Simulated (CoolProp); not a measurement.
Computed with CoolProp (reference Helmholtz-energy equation of state, Lemmon 2006). It is a short technical equation, of lower accuracy than the large ones.

Question: Give the vapour pressure (kPa), liquid density (kg/m³), vapour density (kg/m³), enthalpy of vaporisation (kJ/kg) of saturated carbon monoxide at 122.7 K.

Answer: 
| T (K) | p (kPa) | liquid density (kg/m³) | vapour density (kg/m³) | enthalpy of vaporisation (kJ/kg) |
|---|---|---|---|---|
| 122.7 | 2160 | 550 | 94.0 | 117 |
